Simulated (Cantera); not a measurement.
Charge: 1 mol K2SO4, 0.35 mol H2O, 0.021 mol H2, at 58.0 Pa.

Cantera equilibrium calculation (NASA polynomials, part measured and part estimated; ideal gas, pure solids and liquids). Candidate condensed phases: H2O, H2SO4, K, KOH, KO2, K2O, K2O2, K2S, K2SO4, S; 26 gas species. The numbers say what is thermodynamically allowed, not how fast it happens.

x: gas mole fraction; nothing condenses.

| T (K) | x K | x SO2 | x O2 | x H2O | x KOH | x O | x OH | x H | x SO |
|---|---|---|---|---|---|---|---|---|---|
| 1823 | 0.418 | 0.238 | 0.219 | 0.0566 | 0.0592 | 0.00293 | 0.00388 | 0.000329 | 0.000540 |
| 1848 | 0.422 | 0.237 | 0.219 | 0.0593 | 0.0516 | 0.00368 | 0.00459 | 0.000461 | 0.000702 |
| 1873 | 0.426 | 0.235 | 0.219 | 0.0616 | [?] | [?] | [?] | [?] | [?] |
| 1898 | 0.430 | 0.234 | 0.219 | 0.0634 | 0.0389 | 0.00570 | 0.00627 | 0.000871 | 0.00116 |
| 1923 | 0.433 | 0.232 | 0.218 | 0.0647 | 0.0337 | 0.00702 | 0.00724 | 0.00118 | 0.00148 |
| 1948 | 0.435 | 0.230 | 0.218 | 0.0656 | 0.0292 | 0.00861 | 0.00830 | 0.00157 | 0.00188 |
| 1973 | 0.436 | 0.229 | 0.217 | 0.0660 | [?] | [?] | [?] | [?] | [?] |
| 1998 | 0.438 | 0.227 | 0.216 | 0.0661 | 0.0218 | 0.0127 | 0.0107 | 0.00273 | 0.00296 |
| 2023 | 0.438 | 0.225 | 0.215 | 0.0657 | 0.0188 | 0.0153 | 0.0120 | 0.00354 | 0.00368 |
| 2048 | 0.439 | 0.223 | 0.213 | 0.0650 | 0.0162 | 0.0184 | 0.0134 | 0.00456 | 0.00456 |
| 2073 | 0.438 | 0.221 | 0.211 | 0.0638 | 0.0140 | 0.0219 | 0.0149 | 0.00581 | 0.00561 |
| 2098 | 0.437 | 0.218 | 0.209 | 0.0623 | 0.0120 | 0.0260 | 0.0164 | 0.00735 | 0.00686 |
| 2123 | 0.436 | 0.215 | 0.207 | 0.0604 | 0.0104 | 0.0308 | 0.0180 | 0.00920 | 0.00834 |
| 2148 | 0.434 | 0.212 | 0.204 | 0.0581 | 0.00887 | 0.0362 | 0.0196 | 0.0114 | 0.0101 |

Complete the blanks.


- 1873, x KOH: 0.0448
- 1873, x O: 0.00460
- 1873, x OH: 0.00539
- 1873, x H: 0.000637
- 1873, x SO: 0.000906
- 1973, x KOH: 0.0252
- 1973, x O: 0.0105
- 1973, x OH: 0.00945
- 1973, x H: 0.00208
- 1973, x SO: 0.00236
